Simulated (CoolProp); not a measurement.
A simple Rankine cycle with propylene: condensing at 312.15 K, boiler at 3.54 MPa, turbine inlet 500.5 K, turbine efficiency 0.8, pump efficiency 0.7, no recuperator. Each further row changes one setting.

Computed with CoolProp (reference Helmholtz-energy equation of state, Lemmon 2013).

```
case                             thermal efficiency (%)  net work (kJ/kg)  heat in (kJ/kg)  turbine exit temperature (K)  volume ratio over the turbine
-------------------------------  ----------------------  ----------------  ---------------  ----------------------------  -----------------------------
as stated                                           7.3               ___              679                         467.7                           2.14
turbine inlet 520.5 K                               ___              52.6              727                         487.9                           2.13
condensing temperature 304.15 K                     8.8              61.8              700                         460.5                           2.56
boiler pressure 2.48 MPa                            4.2              28.9              693                           ___                           1.51
turbine efficiency 0.7                              ___              42.7              679                         470.8                            ___
```

Fill in the missing entries.


- as stated, net work (kJ/kg): 49.7
- turbine inlet 520.5 K, thermal efficiency (%): 7.2
- boiler pressure 2.48 MPa, turbine exit temperature (K): 483.1
- turbine efficiency 0.7, thermal efficiency (%): 6.3
- turbine efficiency 0.7, volume ratio over the turbine: 2.16
